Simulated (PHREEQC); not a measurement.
Make-up at 20 °C: 17 mmol/kgw CdSO4, 0.84 mmol/kgw NaCl and 2 mmol/kgw MnSO4. Closed to the air; pH follows from the charge balance.

The numbers come from PHREEQC with the ion-association model, wateq4f.dat.

No solid was allowed to form.

### Question
Order these Cd species by the share of Cd that they hold, largest first: CdSO4, CdCl+, Cd(SO4)2-2, Cd+2.

### Answer
Cd+2 (57 %), CdSO4 (37 %), Cd(SO4)2-2 (4.5 %), CdCl+ (1.5 %)

### Question
Order these Cl species by the share of Cl that they hold, largest first: MnCl+, CdCl+, Cl-.

### Answer
Cl- (70 %), CdCl+ (30 %), MnCl+ (0.20 %)

The pH is 6.29 and the ionic strength 0.0457 mol/kgw. Species that the database lacks are ignored.
